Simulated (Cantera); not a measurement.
A closed system holds: 1 mol CH4, 0.91 mol NH3, 29 mol N2, held at 101000 Pa.

Cantera equilibrium calculation (NASA polynomials, part measured and part estimated; ideal gas, pure solids and liquids). Candidate condensed phases: C, C6H6, C7H8, C8H18; 92 gas species. Kinetics and transport are ignored.

**Question.** What share of the C ends up in condensed phases as a function of T (K), at 848, 998, 1148, 1298, 1448, 1598, 1748, 1898, 2048, 2198, 2348, 2498, 2648, 2798?

**Answer.** 
```json
[
 {"T (K)": "848", "C condensed (%)": "82.1", "as": "C(graphite)"},
 {"T (K)": "998", "C condensed (%)": "96.7", "as": "C(graphite)"},
 {"T (K)": "1148", "C condensed (%)": "99.1", "as": "C(graphite)"},
 {"T (K)": "1298", "C condensed (%)": "99.5", "as": "C(graphite)"},
 {"T (K)": "1448", "C condensed (%)": "99.2", "as": "C(graphite)"},
 {"T (K)": "1598", "C condensed (%)": "97.9", "as": "C(graphite)"},
 {"T (K)": "1748", "C condensed (%)": "95.0", "as": "C(graphite)"},
 {"T (K)": "1898", "C condensed (%)": "89.8", "as": "C(graphite)"},
 {"T (K)": "2048", "C condensed (%)": "80.9", "as": "C(graphite)"},
 {"T (K)": "2198", "C condensed (%)": "67.2", "as": "C(graphite)"},
 {"T (K)": "2348", "C condensed (%)": "47.5", "as": "C(graphite)"},
 {"T (K)": "2498", "C condensed (%)": "21.3", "as": "C(graphite)"},
 {"T (K)": "2648", "C condensed (%)": "0.0", "as": "-"},
 {"T (K)": "2798", "C condensed (%)": "0.0", "as": "-"}
]
```
